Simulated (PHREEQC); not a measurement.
A column of 0.2 m (40 cells, dispersivity 0.01 m, 60 s a shift, diffusion coefficient 3e-10 m²/s) holds 0.34 eq of the database's cation exchanger X per kg of pore water, first in equilibrium with 0.00037 mol/kgw LiCl, 0.00058 mol/kgw CdCl2 and 1e-05 mol/kgw HCl. It is flushed with 0.065 mol CdCl2 and 1e-05 mol HCl per kg of water, at 15 °C. Values are for the last cell. CO2 from the air is kept out. No solid was allowed to form.

All values are PHREEQC results (ion-association model, phreeqc.dat), not measurements.

```tsv
pore volumes	Li in solution (mol/kgw)	Cd in solution (mol/kgw)	Cl in solution (mol/kgw)	LiX on the exchanger (mol/kgw)
0	0.000370	0.000580	0.00154	0.00178
0.5125	0.000604	0.00178	0.00417	0.00177
1.012	0.00146	0.0371	0.0757	0.00149
1.512	0.00111	0.0601	0.121	0.000992
2.013	0.000551	0.0643	0.129	0.000484
2.263	0.000356	0.0647	0.130	0.000311
2.763	0.000133	0.0649	0.130	0.000116
3.263	4.53e-5	0.0650	0.130	3.96e-5
3.763	1.46e-5	0.0650	0.130	1.27e-5
4.263	4.53e-6	0.0650	0.130	3.96e-6
4.763	1.38e-6	0.0650	0.130	1.20e-6
5.263	4.11e-7	0.0650	0.130	3.59e-7
5.763	1.21e-7	0.0650	0.130	1.06e-7
6.013	6.58e-8	0.0650	0.130	5.75e-8
6.513	1.92e-8	0.0650	0.130	1.68e-8
7.013	5.60e-9	0.0650	0.130	4.89e-9
7.513	1.62e-9	0.0650	0.130	1.42e-9
8.012	4.70e-10	0.0650	0.130	4.11e-10
```

Complexes and solids missing from the database can't appear.
